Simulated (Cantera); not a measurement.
Mixture: CO : H₂ : O₂ : N₂ : H₂O = 1 : 0.32 : 0.6 : 2.46 : 0.12 (molar parts), equivalence ratio 1.1, at 15000 Torr, adiabatic and at constant volume. Ignition delay is the time to a rise of 400 K.

Detailed kinetics in Cantera: GRI-Mech 3.0 (53 species, 325 reactions). The hydrogen kinetics of GRI-Mech 3.0 are dated; newer H2 mechanisms differ, most at raised pressure. The pressure lies above the range GRI-Mech 3.0 was tuned for (to about 10 atm). Where the delays flatten at high temperature, the 400 K rule measures the pace of heat release, not the induction time.

Task: Predict: delay at 1300 K; delay at 1400 K; delay at 1500 K; delay at 1600 K; delay at 1700 K; apparent activation energy between 1600 and 1700 K.

Result: 
```
Item                                                   Result
--------------------------------------------------  ---------
delay at 1300 K                                       12.8 µs
delay at 1400 K                                       3.56 µs
delay at 1500 K                                       1.69 µs
delay at 1600 K                                       1.07 µs
delay at 1700 K                                      0.784 µs
apparent activation energy between 1600 and 1700 K  70 kJ/mol
```
